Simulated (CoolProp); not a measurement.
CH2F2 (R32) at 300.72 K and 3.03 MPa is throttled through a valve to 0.972 MPa with no heat exchange. Each further row changes one setting.

Computed with CoolProp (reference Helmholtz-energy equation of state, Tillner-Roth 1997).

| case | temperature change (K) | final phase | final density (kg/m³) |
|---|---|---|---|
| as stated | -21.9 | two-phase, vapour fraction 0.131 | 173 |
| outlet pressure 0.292 MPa | -56.0 | two-phase, vapour fraction 0.276 | 28.9 |
| outlet pressure 1.26 MPa | -13.1 | two-phase, vapour fraction 0.083 | 301 |
